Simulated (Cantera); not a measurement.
Feed: 1 mol Al2O3, 0.018 mol N2, held at 2875 K and 0.0100 bar.

These are equilibrium values from Cantera (NASA tables, ideal gas, pure condensed phases), not measurements of a reactor. Candidate condensed phases: Al, AlN, Al2O3; 16 gas species. Kinetics and transport are ignored.

Base state: N2 0.898, O 0.0436, Al 0.0235, AlO 0.0191, Al2O 0.00577, NO 0.00572, O2 0.00363, Al2O2 0.000263 (mole fractions); condensed: Al2O3(l).

What changes in the equilibrium state with this change: pressure from 0.0100 bar to 0.100 bar?


```csv
species,before,after
N2,0.898,0.989
O,0.0436,0.00401
Al,0.0235,0.00266
AlO,0.0191,0.00199
O2,0.00363,0.000307
AlO2,3.83e-5,3.68e-6
"Al2O3(l), mol",0.999,1.000
```
